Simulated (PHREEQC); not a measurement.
A PHREEQC speciation (ion-association model, phreeqc.dat) at 25 °C gives pH 7.91 and these molalities:

```
species  mol/kgw
-------  -------
Na+        0.233
HCO3-      0.226
NaHCO3    0.0152
CO2      0.00437
NaCO3-   0.00275
CO3-2    0.00216
OH-      1.18e-6
(CO2)2   3.69e-7
```

Problem. What are the element totals, and what could have been dissolved in 1 kg of water to give them?

Solution. One answer among several that fit: totals C(4) 0.250, Na 0.251 mol/kgw, from 0.25 mol NaHCO3 and 0.00055 mol NaOH per kg of water.

Precipitation was switched off in this run.
